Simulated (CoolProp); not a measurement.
cis-2-butene along the isotherm 469.2 K: fugacity coefficient from the reference equation and from simpler models built on Tc = 435.8 K, pc = 4236 kPa, ω = 0.202; each cubic takes its own stable root.

The numbers come from the reference Helmholtz-energy equation of state, Lemmon 2005 in CoolProp. It is a short technical equation, of lower accuracy than the large ones.

| p (kPa) | phase | reference | van der Waals | Redlich-Kwong | Soave-Redlich-Kwong | Peng-Robinson |
|---|---|---|---|---|---|---|
| 177 | gas | 0.9886 | 0.9897 | 0.9885 | 0.9889 | 0.9874 |
| 353 | gas | 0.9773 | 0.9794 | 0.9772 | 0.9779 | 0.9750 |
| 530 | gas | 0.9661 | 0.9691 | 0.9659 | 0.9669 | 0.9626 |
| 706 | gas | 0.9549 | 0.9589 | 0.9547 | 0.9560 | 0.9504 |
| 883 | gas | 0.9437 | 0.9486 | 0.9434 | 0.9452 | 0.9382 |
| 1060 | gas | 0.9326 | 0.9384 | 0.9323 | 0.9343 | 0.9262 |
| 1240 | gas | 0.9213 | 0.9280 | 0.9210 | 0.9234 | 0.9140 |
| 1410 | gas | 0.9107 | 0.9182 | 0.9103 | 0.9131 | 0.9025 |
| 1590 | gas | 0.8995 | 0.9078 | 0.8991 | 0.9022 | 0.8905 |
| 1770 | gas | 0.8884 | 0.8974 | 0.8880 | 0.8914 | 0.8786 |
| 1940 | gas | 0.8779 | 0.8876 | 0.8775 | 0.8813 | 0.8674 |
| 2120 | gas | 0.8668 | 0.8772 | 0.8665 | 0.8706 | 0.8557 |
